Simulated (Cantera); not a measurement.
An isothermal, constant-pressure homogeneous reactor starts with 2.53 % H2, 97.5 % O2, at 1100 K and 0.00306 atm.

Cantera simulation using the H2/O2 subset of GRI-Mech 3.0, which has no nitrogen chemistry; the numbers are that mechanism's predictions, not measurements. Radical loss at walls, strong at low pressure, is not modelled.

x: mole fraction; the columns are a selection and need not sum to one.

```json
[
 {"t (s)": "0.000300", "x H2": "0.0253", "x O2": "0.975", "x H": "1.38e-10", "x OH": "6.72e-11", "x HO2": "2.01e-10", "x O": "7.35e-11"},
 {"t (s)": "0.000591", "x H2": "0.0253", "x O2": "0.975", "x H": "2.27e-10", "x OH": "1.99e-10", "x HO2": "3.95e-10", "x O": "2.35e-10"},
 {"t (s)": "0.00116", "x H2": "0.0253", "x O2": "0.975", "x H": "4.15e-10", "x OH": "5.59e-10", "x HO2": "7.78e-10", "x O": "7.48e-10"},
 {"t (s)": "0.00229", "x H2": "0.0253", "x O2": "0.975", "x H": "1.05e-9", "x OH": "1.80e-9", "x HO2": "1.53e-9", "x O": "2.75e-9"},
 {"t (s)": "0.00451", "x H2": "0.0253", "x O2": "0.975", "x H": "5.19e-9", "x OH": "9.91e-9", "x HO2": "3.04e-9", "x O": "1.64e-8"},
 {"t (s)": "0.00887", "x H2": "0.0253", "x O2": "0.975", "x H": "1.06e-7", "x OH": "2.07e-7", "x HO2": "6.53e-9", "x O": "3.49e-7"},
 {"t (s)": "0.0175", "x H2": "0.0251", "x O2": "0.974", "x H": "3.87e-5", "x OH": "7.44e-5", "x HO2": "1.98e-7", "x O": "0.000126"},
 {"t (s)": "0.0344", "x H2": "0.00126", "x O2": "0.955", "x H": "0.00443", "x OH": "0.00220", "x HO2": "8.67e-7", "x O": "0.0159"},
 {"t (s)": "0.0677", "x H2": "0.000248", "x O2": "0.954", "x H": "0.00300", "x OH": "0.00133", "x HO2": "6.91e-7", "x O": "0.0183"},
 {"t (s)": "0.133", "x H2": "(withheld)", "x O2": "0.956", "x H": "(withheld)", "x OH": "0.00127", "x HO2": "6.74e-7", "x O": "0.0169"},
 {"t (s)": "0.262", "x H2": "(withheld)", "x O2": "0.958", "x H": "(withheld)", "x OH": "0.00118", "x HO2": "6.46e-7", "x O": "(withheld)"},
 {"t (s)": "0.516", "x H2": "0.000152", "x O2": "0.962", "x H": "0.00141", "x OH": "0.00104", "x HO2": "5.94e-7", "x O": "0.0110"},
 {"t (s)": "1.02", "x H2": "9.62e-5", "x O2": "0.967", "x H": "0.000701", "x OH": "0.000831", "x HO2": "5.04e-7", "x O": "0.00689"},
 {"t (s)": "2.00", "x H2": "4.72e-5", "x O2": "0.971", "x H": "0.000237", "x OH": "0.000583", "x HO2": "3.76e-7", "x O": "0.00334"}
]
```

Problem. Some entries are withheld; supply them.

Solution. 
- 0.133, x H2: 0.000226
- 0.133, x H: 0.00266
- 0.262, x H2: 0.000196
- 0.262, x H: 0.00213
- 0.262, x O: 0.0145
